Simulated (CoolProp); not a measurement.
A closed Brayton cycle with nitrogen: compressor inlet 309.15 K and 7.7 MPa, high pressure 24.2 MPa, turbine inlet 705 K, compressor efficiency 0.8, turbine efficiency 0.85, recuperator effectiveness 0.8 (on enthalpy, no pinch check). Each further row changes one setting.

Values from CoolProp's reference Helmholtz-energy equation of state, Span 2000.

| case | thermal efficiency (%) | net work (kJ/kg) | compressor to turbine work | compressor exit (K) | turbine exit (K) |
|---|---|---|---|---|---|
| as stated | 10.3 | 21.3 | 0.89 | 460.3 | 542.4 |
| turbine inlet 655 K | 4.3 | 8.03 | 0.95 | 460.3 | 502.4 |
| compressor inlet 319.15 K | 7.7 | 15.6 | 0.92 | 475.2 | 542.4 |
| high pressure 20.6 MPa | 13.1 | 25.5 | 0.84 | 435.9 | 562.6 |
| recuperator effectiveness 0.5 | 9.1 | 21.3 | 0.89 | 460.3 | 542.4 |
